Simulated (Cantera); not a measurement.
Charge: 1 mol HBr, 3.9 mol H2, equilibrated at 2875 K and 1.00 Torr.

Equilibrium computed with Cantera from the NASA thermochemical tables; the gas is ideal and each condensed phase is pure. Candidate condensed phases: Br2; 5 gas species. Equilibrium is a limit: real reactors are often held back by kinetics, nucleation or transport.

Base state: H 0.811, Br 0.109, H2 0.0784, HBr 0.00158 (mole fractions); condensed: gas only.

Question: What changes in the equilibrium state with this change: temperature from 2875 K to 1200 K?

Answer: 
```json
[
 {"species": "H2", "before": "0.0784", "after": "0.796"},
 {"species": "HBr", "before": "0.00158", "after": "0.204"},
 {"species": "Br", "before": "0.109", "after": "0.000511"},
 {"species": "H", "before": "0.811", "after": "4.82e-6"}
]
```
